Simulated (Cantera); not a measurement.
A closed system holds: 1 mol Si, 0.13 mol CO2, 3.4 mol N2, 0.25 mol H2O, at 0.100 bar.

Cantera equilibrium calculation (NASA polynomials, part measured and part estimated; ideal gas, pure solids and liquids). Candidate condensed phases: C, C6H6, C7H8, C8H18, H2O, Si, SiC, SiO2, Si2N2O, Si3N4; 151 gas species. N2 is the only nitrogen source here; it is nearly inert below about 1500 K, so the nitride shown seldom forms there in practice. Mutual solubility and eutectic melting of coexisting phases are not modelled. Kinetics and transport are ignored.

x: gas mole fraction; n: condensed amount in mol.

| T (°C) | x N2 | x H2 | x CO | x HCN | n C(graphite) | n SiO2(β-quartz) | n Si2N2O(s) |
|---|---|---|---|---|---|---|---|
| 752 | 0.918 | 0.0790 | 0.00288 | … | 0.121 | 0.000593 | 0.500 |
| 802 | 0.918 | 0.0791 | 0.00316 | … | 0.120 | 0 | 0.500 |
| 852 | 0.918 | 0.0791 | 0.00316 | … | 0.120 | 0 | 0.500 |
| 902 | 0.918 | 0.0791 | 0.00316 | … | 0.120 | 0 | 0.500 |
| 952 | 0.918 | 0.0791 | 0.00316 | … | 0.120 | 0 | 0.500 |
| 1002 | 0.918 | 0.0791 | 0.00316 | … | 0.120 | 0 | 0.500 |
| 1052 | 0.918 | 0.0791 | 0.00316 | … | 0.120 | 0 | 0.500 |
| 1102 | 0.918 | 0.0791 | 0.00316 | … | 0.120 | 0 | 0.500 |
| 1152 | 0.918 | 0.0790 | 0.00316 | … | 0.119 | 0 | 0.500 |

Problem. Complete the blanks.

Solution. 
- 752, x HCN: 2.07e-6
- 802, x HCN: 4.27e-6
- 852, x HCN: 8.27e-6
- 902, x HCN: 1.51e-5
- 952, x HCN: 2.63e-5
- 1002, x HCN: 4.39e-5
- 1052, x HCN: 7.03e-5
- 1102, x HCN: 0.000109
- 1152, x HCN: 0.000163
